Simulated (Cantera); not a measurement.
## Thermodynamics of carbon deposition, reforming and gasification, feed C2H5OH + NH3 + H2

Charge: 1 mol C2H5OH, 0.039 mol NH3, 1.8 mol H2, at 0.0250 bar.

These are equilibrium values from Cantera (NASA tables, ideal gas, pure condensed phases), not measurements of a reactor. Candidate condensed phases: C, C6H6, C7H8, C8H18, H2O; 136 gas species. The numbers say what is thermodynamically allowed, not how fast it happens.

```
T (K)   x H2     x CH4     x H2O      x CO     x CO2  n C(graphite)
-----  -----  --------  --------  --------  --------  -------------
525    0.148     0.545     0.287   8.09e-5    0.0136          0.220
575    0.297     0.427     0.253  0.000518    0.0176          0.460
625    0.481     0.280     0.209   0.00252    0.0227          0.815
675    0.645     0.152     0.160   0.00981    0.0292           1.16
725    0.750    0.0722     0.110    0.0304    0.0334           1.34
775    0.801    0.0328    0.0638    0.0707    0.0284           1.31
825    0.817    0.0151    0.0305     0.118    0.0158           1.17
875    0.821   0.00735    0.0125     0.150   0.00604           1.06
925    0.823   0.00384   0.00498     0.163   0.00200           1.02
975    0.824   0.00213   0.00207     0.168  0.000674           1.00
1025   0.825   0.00125  0.000926     0.169  0.000246          1.000
1075   0.826  0.000769  0.000443     0.170   9.79e-5          0.999
1125   0.826  0.000492  0.000226     0.170   4.22e-5          0.999
```
x: gas mole fraction; n: condensed amount in mol.

From 525 K to 1125 K the condensed part is C(graphite). The main C-bearing gas is CH4 at 525 K and CO at 1125 K. The share of C in condensed phases is highest at 725 K (67.1 %) and lowest at 525 K (11.0 %).
